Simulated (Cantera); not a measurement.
## Stirred combustor or abatement burner

A perfectly stirred reactor is fed with CH4 : CO : O2 : N2 = 1 : 0.048 : 3.49 : 10 (molar parts), equivalence ratio 0.58, at 0.316 atm; it is adiabatic with a 798 K inlet, and is followed from long to short residence time, starting on the burning branch (τ in s: 0.19, 0.076, 0.031, 0.013, 0.0053, 0.0022, 0.00089, 0.00037, 0.00015, 6.2e-05, 2.5e-05).

Detailed kinetics in Cantera: GRI-Mech 3.0 (53 species, 325 reactions).

```json
[
 {"τ (s)": "0.19", "T (K)": "2195", "x CH4": "2.07e-6", "x CO": "0.00275", "x O2": "0.0988", "x H2O2": "7.66e-8", "x C2H2": "8.65e-12", "x CH2": "3.58e-8"},
 {"τ (s)": "0.076", "T (K)": "2188", "x CH4": "4.64e-6", "x CO": "0.00328", "x O2": "0.0994", "x H2O2": "7.32e-8", "x C2H2": "3.54e-11", "x CH2": "8.21e-8"},
 {"τ (s)": "0.031", "T (K)": "2168", "x CH4": "9.50e-6", "x CO": "0.00435", "x O2": "0.0997", "x H2O2": "6.99e-8", "x C2H2": "1.04e-10", "x CH2": "1.70e-7"},
 {"τ (s)": "0.013", "T (K)": "2134", "x CH4": "1.80e-5", "x CO": "0.00615", "x O2": "0.100", "x H2O2": "7.28e-8", "x C2H2": "2.24e-10", "x CH2": "3.13e-7"},
 {"τ (s)": "0.0053", "T (K)": "2080", "x CH4": "3.46e-5", "x CO": "0.00879", "x O2": "0.101", "x H2O2": "8.74e-8", "x C2H2": "4.54e-10", "x CH2": "5.43e-7"},
 {"τ (s)": "0.0022", "T (K)": "2013", "x CH4": "6.91e-5", "x CO": "0.0119", "x O2": "0.101", "x H2O2": "1.15e-7", "x C2H2": "1.01e-9", "x CH2": "8.99e-7"},
 {"τ (s)": "0.00089", "T (K)": "1936", "x CH4": "0.000153", "x CO": "0.0158", "x O2": "0.103", "x H2O2": "1.58e-7", "x C2H2": "2.94e-9", "x CH2": "1.55e-6"},
 {"τ (s)": "0.00037", "T (K)": "1860", "x CH4": "0.000368", "x CO": "0.0210", "x O2": "0.106", "x H2O2": "2.17e-7", "x C2H2": "1.16e-8", "x CH2": "2.88e-6"},
 {"τ (s)": "0.00015", "T (K)": "1779", "x CH4": "0.00111", "x CO": "0.0304", "x O2": "0.114", "x H2O2": "3.08e-7", "x C2H2": "8.62e-8", "x CH2": "6.83e-6"},
 {"τ (s)": "6.2e-5", "T (K)": "798", "x CH4": "0.0688", "x CO": "0.00330", "x O2": "0.240", "x H2O2": "<1e-12", "x C2H2": "<1e-12", "x CH2": "<1e-12"},
 {"τ (s)": "2.5e-5", "T (K)": "798", "x CH4": "0.0688", "x CO": "0.00330", "x O2": "0.240", "x H2O2": "<1e-12", "x C2H2": "<1e-12", "x CH2": "<1e-12"}
]
```
x: mole fraction; the columns are a selection and need not sum to one.
